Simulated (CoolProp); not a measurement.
Vapour-liquid equilibrium of CH2F2 (R32) (1) + R227EA (2) at 275.1 K; x and y are mole fractions of (1).

Computed with CoolProp (multi-fluid Helmholtz-energy mixture model, Tillner-Roth 1997 and Lemmon 2016; pair parameters Bell 2016).

```
x     bubble pressure, mixture model (MPa)  bubble pressure, Raoult's law (MPa)  y, mixture model  y, Raoult's law
----  ------------------------------------  -----------------------------------  ----------------  ---------------
0.05                                0.2472                               0.2428             0.180            0.178
0.15                                0.3244                               0.3083             0.423            0.421
0.25                                0.4017                               0.3738             0.576            0.579
0.35                                0.4754                               0.4393             0.678            0.689
0.45                                0.5442                               0.5048             0.751            0.771
0.55                                0.6078                               0.5703             0.807            0.834
0.65                                0.6673                               0.6358             0.854            0.884
0.75                                0.7242                               0.7013             0.896            0.925
0.85                                0.7801                               0.7668             0.936            0.959
0.95                                0.8364                               0.8323             0.978            0.987
```

The largest gap from Raoult's law is +8.2 % in bubble pressure, at x = 0.35. No azeotrope shows between x = 0.05 and 0.95.

The pair parameters rest on a limited set of measurements; away from them the model extrapolates.
